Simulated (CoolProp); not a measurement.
Computed with CoolProp (reference Helmholtz-energy equation of state, Lemmon 2016).

For R227EA, give the phase and the isothermal compressibility (1/MPa), conductivity (mW/(m K)) at 349.7 K and 8.78 bar.


- 349.7 K and 8.78 bar: gas; isothermal compressibility 1.37, conductivity 18.1

Thermal conductivity comes from a separate model (Huber 2003), an estimate that may be off by 10 % or more.
